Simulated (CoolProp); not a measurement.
Properties of 1-butene along the isotherm 251.85 °C.

Model: reference Helmholtz-energy equation of state, Lemmon 2005, in CoolProp. It is a short technical equation, of lower accuracy than the large ones.

| p (kPa) | phase | cp (kJ/(kg K)) | cv (kJ/(kg K)) | fugacity coefficient |
|---|---|---|---|---|
| 125 | gas | 2.393 | 2.241 | 0.9949 |
| 250 | gas | 2.399 | 2.243 | 0.9897 |
| 376 | gas | 2.404 | 2.244 | 0.9846 |
| 501 | gas | 2.410 | 2.245 | 0.9795 |
| 626 | gas | 2.415 | 2.247 | 0.9744 |
| 751 | gas | 2.421 | 2.248 | 0.9694 |
| 876 | gas | 2.427 | 2.250 | 0.9644 |
| 1000 | gas | 2.433 | 2.251 | 0.9594 |
| 1130 | gas | 2.440 | 2.253 | 0.9542 |
| 1250 | gas | 2.446 | 2.254 | 0.9494 |
| 1380 | gas | 2.453 | 2.255 | 0.9443 |
| 1500 | gas | 2.459 | 2.257 | 0.9395 |
| 1630 | gas | 2.467 | 2.258 | 0.9344 |
| 1750 | gas | 2.473 | 2.260 | 0.9297 |
| 1880 | gas | 2.481 | 2.261 | 0.9246 |
| 2000 | gas | 2.488 | 2.263 | 0.9200 |
